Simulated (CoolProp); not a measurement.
Vapour-liquid equilibrium of ethylene (1) + n-perfluorobutane (2) at 251.6 K; x and y are mole fractions of (1).

Computed with CoolProp (multi-fluid Helmholtz-energy mixture model, Smukala 2000 and Gao 2022; pair parameters Bell 2016).

```json
[
 {"x": "0.05", "bubble pressure (MPa)": "0.2537", "y at the bubble point": "0.826", "dew pressure at overall composition x (MPa)": "0.04516", "liquid density (mol/L)": "7.211"},
 {"x": "0.2", "bubble pressure (MPa)": "0.9191", "y at the bubble point": "0.947", "dew pressure at overall composition x (MPa)": "0.05377", "liquid density (mol/L)": "7.929"},
 {"x": "0.35", "bubble pressure (MPa)": "1.388", "y at the bubble point": "0.963", "dew pressure at overall composition x (MPa)": "0.06635", "liquid density (mol/L)": "8.750"},
 {"x": "0.5", "bubble pressure (MPa)": "1.617", "y at the bubble point": "0.968", "dew pressure at overall composition x (MPa)": "0.08649", "liquid density (mol/L)": "9.700"},
 {"x": "0.65", "bubble pressure (MPa)": "1.755", "y at the bubble point": "0.971", "dew pressure at overall composition x (MPa)": "0.1241", "liquid density (mol/L)": "10.83"},
 {"x": "0.8", "bubble pressure (MPa)": "1.945", "y at the bubble point": "0.977", "dew pressure at overall composition x (MPa)": "0.2194", "liquid density (mol/L)": "12.23"},
 {"x": "0.95", "bubble pressure (MPa)": "2.277", "y at the bubble point": "0.992", "dew pressure at overall composition x (MPa)": "0.9744", "liquid density (mol/L)": "14.10"}
]
```

No azeotrope shows between x = 0.05 and 0.95.

Pair parameters are fitted to limited data, so mixtures are less certain than the pure fluids. The gap from Raoult's law changes sign with composition, which may be real or a fault of the pair parameters; it wasn't checked against measurements. With so large a gap from Raoult's law the liquid may split in two, which this calculation doesn't test in full.
